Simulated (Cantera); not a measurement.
Silicon carbide growth: CH3SiCl3 + C2H2 + H2

A closed system holds: 1 mol CH3SiCl3, 0.4 mol C2H2, 30 mol H2, equilibrated at 13.3 mbar.

These are equilibrium values from Cantera (NASA tables, ideal gas, pure condensed phases), not measurements of a reactor. Candidate condensed phases: C, C6H6, C7H8, C8H18, Si, SiC; 109 gas species. The feed counts by its element totals alone. The tables' values for SiCl are old estimates; treat these amounts as uncertain. Gases not in the tables: Si2H6 and higher silanes. Kinetics and transport are ignored.

```csv
T (K),log p H2,log p H,log p HCl,log p Si,log p Cl,n C(graphite),n SiC(s)
1475,-1.92,-5.85,-2.92,-10.42,-6.94,0.805,0.994
1575,-1.92,-5.34,-2.92,-9.26,-6.45,0.808,0.990
1675,-1.92,-4.89,-2.93,-8.23,-6.01,0.810,0.986
1775,-1.92,-4.50,-2.93,-7.33,-5.62,0.811,0.980
1875,-1.92,-4.14,-2.93,-6.52,-5.28,0.808,0.972
1975,-1.92,-3.82,-2.94,-5.79,-4.97,0.801,0.959
2075,-1.93,-3.54,-2.95,-5.14,-4.69,0.792,0.931
2175,-1.94,-3.28,-2.96,-4.54,-4.44,0.804,0.846
2275,-1.95,-3.05,-2.99,-4.00,-4.22,0.920,0.569
2375,-1.98,-2.84,-3.02,-3.62,-4.03,1.16,0
2475,-2.02,-2.66,-3.05,-3.60,-3.84,0.887,0
```
log p: log10 of the partial pressure in bar; n: condensed amount in mol.

From 1475 K to 2275 K the condensed part is C(graphite) + SiC(s). From 2375 K to 2475 K the condensed part is C(graphite). The main Si-bearing gas is SiCl2 at 1475 K and Si at 2475 K.
